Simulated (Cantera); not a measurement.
Input: 1 mol B, 0.88 mol H2O, 0.7 mol H2, at 0.00300 bar.

These are equilibrium values from Cantera (NASA tables, ideal gas, pure condensed phases), not measurements of a reactor. Candidate condensed phases: B, B2O3, B3O3H3, H2O; 23 gas species. The tables' values for BH2 are old estimates; treat these amounts as uncertain. The numbers say what is thermodynamically allowed, not how fast it happens.

x: gas mole fraction; n: condensed amount in mol.

| T (K) | x H2 | x BO | x HBO | x H | x B2O2 | x B2O | x B | n B(s) |
|---|---|---|---|---|---|---|---|---|
| 1923 | 0.675 | 0.0497 | 0.152 | 0.0141 | 0.105 | ___ | 1.17e-5 | 0.126 |
| 1973 | 0.663 | 0.0674 | 0.150 | 0.0201 | 0.0957 | ___ | 2.82e-5 | 0.123 |
| 2023 | 0.650 | 0.0885 | 0.145 | 0.0279 | 0.0851 | ___ | 6.49e-5 | 0.120 |
| 2073 | 0.634 | 0.113 | 0.138 | 0.0382 | 0.0734 | ___ | 0.000143 | 0.117 |
| 2123 | 0.616 | 0.139 | 0.128 | 0.0514 | 0.0610 | ___ | 0.000305 | 0.114 |
| 2173 | 0.596 | 0.165 | 0.116 | 0.0680 | 0.0488 | ___ | 0.000627 | 0.110 |
| 2223 | 0.574 | 0.190 | 0.103 | 0.0886 | 0.0375 | ___ | 0.00125 | 0.105 |
| 2273 | 0.548 | 0.212 | 0.0893 | 0.114 | 0.0277 | ___ | 0.00240 | 0.0981 |
| 2323 | 0.520 | 0.229 | 0.0754 | 0.143 | 0.0197 | ___ | 0.00450 | 0.0887 |

Question: Complete the blanks.

Answer: 
- 1923, x B2O: 0.000596
- 1973, x B2O: 0.000925
- 2023, x B2O: 0.00138
- 2073, x B2O: 0.00198
- 2123, x B2O: 0.00273
- 2173, x B2O: 0.00362
- 2223, x B2O: 0.00462
- 2273, x B2O: 0.00568
- 2323, x B2O: 0.00675
